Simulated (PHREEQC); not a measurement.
Model water analysis in mmol/kgw, 25 °C, pH 2.07:

| constituent | mmol/kgw |
|---|---|
| Na | 91 |
| K | 2.71 |
| Ca | 3.45 |
| Mg | 13.4 |
| Cl | 29.5 |
| S(6) | 58.9 |

Valence states are taken as typed.

All values are PHREEQC results (Pitzer model, pitzer.dat), not measurements.

The ionic strength comes out as 0.202 mol/kgw. What activity coefficients do Na+, Ca+2, HSO4-, SO4-2, K+ get?

Na+ 0.73, Ca+2 0.20, HSO4- 0.73, SO4-2 0.22, K+ 0.71. Single-ion values are on the MacInnes scale.

Precipitation was switched off in this run. Species that the database lacks are ignored.
